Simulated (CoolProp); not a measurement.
Model: reference Helmholtz-energy equation of state, McLinden 2015, in CoolProp.

**Question.** Give the vapour pressure (kPa), liquid density (kg/m³), vapour density (kg/m³), enthalpy of vaporisation (kJ/kg) of saturated the fluoroketone C6F12O (FK-5-1-12) at 49.05, 82.05 °C.

**Answer.** 
```
T (°C)  p (kPa)  liquid density (kg/m³)  vapour density (kg/m³)  enthalpy of vaporisation (kJ/kg)
------  -------  ----------------------  ----------------------  --------------------------------
49.05       101                    1530                    12.8                              87.9
82.05       281                    1410                    34.6                              77.2
```
